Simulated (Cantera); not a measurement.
**Equilibrium for iron carbonyl, mercury and lead vapours: PbO + CO + N₂**

Charge: 1 mol PbO, 0.049 mol CO, a varied amount of N₂, at 1 atm.

These are equilibrium values from Cantera (NASA tables, ideal gas, pure condensed phases), not measurements of a reactor. Candidate condensed phases: C, Pb, PbO, PbO₂, Pb₃O₄; 27 gas species. Each liquid is taken as pure. Mutual solubility and eutectic melting of coexisting phases are not modelled. The numbers say what is thermodynamically allowed, not how fast it happens.

Stable condensed phases:

```
T in K \ n(N₂) in mol
         6.9   8 9.2  11  12  14  16  18  21  24  28
   1623    A   A   A   A   A   A   A   A   A   B   B
   1573    A   A   A   A   A   A   A   A   A   A   A
   1523    A   A   A   A   A   A   A   A   A   A   A
   1473    A   A   A   A   A   A   A   A   A   A   A
   1423    A   A   A   A   A   A   A   A   A   A   A
   1373    C   A   A   A   A   A   A   A   A   A   A
   1323    C   C   C   C   C   A   A   A   A   A   A
   1273    C   C   C   C   C   C   C   C   C   C   A
   1223    C   C   C   C   C   C   C   C   C   C   C
   1173    C   C   C   C   C   C   C   C   C   C   C
   1123    C   C   C   C   C   C   C   C   C   C   C
   1073    C   C   C   C   C   C   C   C   C   C   C
   1023    C   C   C   C   C   C   C   C   C   C   C
    973    C   C   C   C   C   C   C   C   C   C   C
```

A: PbO; B: gas only; C: Pb + PbO.
